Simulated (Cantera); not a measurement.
A freely propagating, adiabatic, planar premixed flame of 7.28 % CO, 2.40 % H2, 10.2 % CH4, 16.8 % O2, 63.3 % N2, equivalence ratio 1.5, unburnt at 698 K and 3.00 bar; mixture-averaged transport, grid criteria slope 0.08 and curve 0.16, no radiation.

Computed with Cantera and GRI-Mech 3.0 (53 species, 325 reactions). Burning velocities carry a grid error of a few per cent, more on coarse grids.

### Question
Predict: laminar burning velocity; thermal thickness; peak x(H2O2); peak x(C2H2).

### Answer
```
Quantity                     Result
------------------------  ---------
laminar burning velocity  99.0 cm/s
thermal thickness          0.154 mm
peak x(H2O2)                2.37e-5
peak x(C2H2)                0.00107
```
